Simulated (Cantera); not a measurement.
Ammonia decomposition in nitride growth gas

An isothermal, constant-pressure homogeneous reactor starts with 85.5 % NH3, 14.5 % N2, at 2375 K and 1.01 bar.

Model: the gas-phase N/H chemistry of the illustrative SiF4/NH3 mechanism in the Surface Chemkin manual (1991), integrated in Cantera. Walls and surfaces, which speed up NH3 decomposition in real reactors, are not modelled.

```json
[
 {"t (s)": "4.00e-6", "x NH3": "0.851", "x N2": "0.145", "x N2H2": "2.50e-6", "x N": "4.01e-8", "x NH2": "0.00219", "x H2": "0.00117", "x N2H4": "1.76e-7"},
 {"t (s)": "1.47e-5", "x NH3": "0.842", "x N2": "0.146", "x N2H2": "2.50e-5", "x N": "4.01e-7", "x NH2": "0.00589", "x H2": "0.00643", "x N2H4": "1.28e-6"},
 {"t (s)": "5.41e-5", "x NH3": "0.803", "x N2": "0.153", "x N2H2": "3.33e-5", "x N": "1.87e-6", "x NH2": "0.00630", "x H2": "0.0374", "x N2H4": "1.46e-6"},
 {"t (s)": "0.000199", "x NH3": "0.680", "x N2": "0.177", "x N2H2": "2.45e-5", "x N": "5.32e-6", "x NH2": "0.00492", "x H2": "0.138", "x N2H4": "8.92e-7"},
 {"t (s)": "0.000732", "x NH3": "0.400", "x N2": "0.231", "x N2H2": "1.12e-5", "x N": "8.98e-6", "x NH2": "0.00310", "x H2": "0.365", "x N2H4": "3.54e-7"},
 {"t (s)": "0.00269", "x NH3": "0.0864", "x N2": "0.291", "x N2H2": "1.83e-6", "x N": "1.08e-5", "x NH2": "0.00106", "x H2": "0.619", "x N2H4": "4.14e-8"},
 {"t (s)": "0.00989", "x NH3": "0.000566", "x N2": "0.307", "x N2H2": "4.26e-9", "x N": "5.40e-6", "x NH2": "2.85e-5", "x H2": "0.682", "x N2H4": "2.97e-11"},
 {"t (s)": "0.0364", "x NH3": "3.31e-5", "x N2": "0.307", "x N2H2": "2.31e-11", "x N": "4.14e-7", "x NH2": "1.82e-6", "x H2": "0.681", "x N2H4": "<1e-12"},
 {"t (s)": "0.134", "x NH3": "7.92e-6", "x N2": "0.307", "x N2H2": "5.49e-12", "x N": "9.93e-8", "x NH2": "4.36e-7", "x H2": "0.681", "x N2H4": "<1e-12"},
 {"t (s)": "0.492", "x NH3": "3.92e-6", "x N2": "0.307", "x N2H2": "4.68e-12", "x N": "4.91e-8", "x NH2": "2.16e-7", "x H2": "0.681", "x N2H4": "<1e-12"},
 {"t (s)": "1.81", "x NH3": "3.78e-6", "x N2": "0.307", "x N2H2": "4.66e-12", "x N": "4.73e-8", "x NH2": "2.08e-7", "x H2": "0.681", "x N2H4": "<1e-12"},
 {"t (s)": "6.65", "x NH3": "3.78e-6", "x N2": "0.307", "x N2H2": "4.66e-12", "x N": "4.73e-8", "x NH2": "2.08e-7", "x H2": "0.681", "x N2H4": "<1e-12"},
 {"t (s)": "24.5", "x NH3": "3.78e-6", "x N2": "0.307", "x N2H2": "4.66e-12", "x N": "4.73e-8", "x NH2": "2.08e-7", "x H2": "0.681", "x N2H4": "<1e-12"},
 {"t (s)": "90.0", "x NH3": "3.78e-6", "x N2": "0.307", "x N2H2": "4.66e-12", "x N": "4.73e-8", "x NH2": "2.08e-7", "x H2": "0.681", "x N2H4": "<1e-12"}
]
```
x: mole fraction; the columns are a selection and need not sum to one.

Equilibrium at this temperature and pressure: NH3 3.78e-6, N2 0.307, N2H2 4.66e-12, N 4.73e-8, NH2 2.08e-7, H2 0.681, N2H4 <1e-12 (gas phase only).
